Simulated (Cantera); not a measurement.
Feed: 1 mol (CH3)2SiCl2, 0.0093 mol C2H4, 220 mol H2, held at 2000 °C and 1.33 mbar.

Method: chemical equilibrium by Gibbs-energy minimisation in Cantera with the NASA 1993 tables (ideal gas, pure condensed phases). The feed counts by its element totals alone. The numbers say what is thermodynamically allowed, not how fast it happens.

```tsv
species	before	after
H2	0.782	0.991
HCl	0.00671	0.00893
CH4	1.84e-7	1.72e-5
H	0.203	8.50e-6
Si	0.00347	<1e-9
SiC2	0.000436	<1e-9
SiH	4.32e-5	<1e-9
C2H	3.23e-5	<1e-9
Cl	0.00126	6.59e-8
C2H2 (acetylene)	0.00295	1.61e-7
Si2C	1.23e-5	<1e-9
C(graphite), mol	0.290	1.01
SiC(s), mol	0	1.000
```
Gas species are given as mole fractions.

### Question
What was changed between the two runs?
(A) temperature from 2000 °C to 952 °C
(B) pressure from 1.33 mbar to 10.0 mbar
(C) temperature from 2000 °C to 1502 °C
(D) (CH3)2SiCl2 replaced by SiH2Cl2

### Answer
A, temperature from 2000 °C to 952 °C
